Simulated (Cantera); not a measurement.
A freely propagating, adiabatic, planar premixed flame of CH3OH : O2 : N2 = 1 : 1 : 3.76 (molar parts), unburnt at 425 K and 1430 Torr; mixture-averaged transport, grid criteria slope 0.08 and curve 0.16, no radiation.

Cantera simulation using GRI-Mech 3.0 (53 species, 325 reactions); the numbers are that mechanism's predictions, not measurements. GRI-Mech 3.0 was tuned for natural gas; its chemistry of methanol as a main component is partial and can be far from experiment. Burning velocities carry a grid error of a few per cent, more on coarse grids.

Question: What does this change do: inlet temperature 425 to 475 K?

Answer: 
```json
[
 {"quantity": "laminar burning velocity", "before": "68.5 cm/s", "after": "84.1 cm/s"},
 {"quantity": "thermal thickness", "before": "0.157 mm", "after": "0.148 mm"},
 {"quantity": "peak x(HCN)", "before": "8.13e-7", "after": "8.64e-7"},
 {"quantity": "peak x(CO)", "before": "0.110", "after": "0.110"},
 {"quantity": "peak x(CH2)", "before": "1.47e-5", "after": "1.64e-5"},
 {"quantity": "peak x(H2)", "before": "0.0785", "after": "0.0795"}
]
```

Question: What does this change do: inlet temperature 425 to 400 K?

Answer: 
| quantity | before | after |
|---|---|---|
| laminar burning velocity | 68.5 cm/s | 61.5 cm/s |
| thermal thickness | 0.157 mm | 0.162 mm |
| peak x(HCN) | 8.13e-7 | 7.90e-7 |
| peak x(CO) | 0.110 | 0.109 |
| peak x(CH2) | 1.47e-5 | 1.39e-5 |
| peak x(H2) | 0.0785 | 0.0781 |
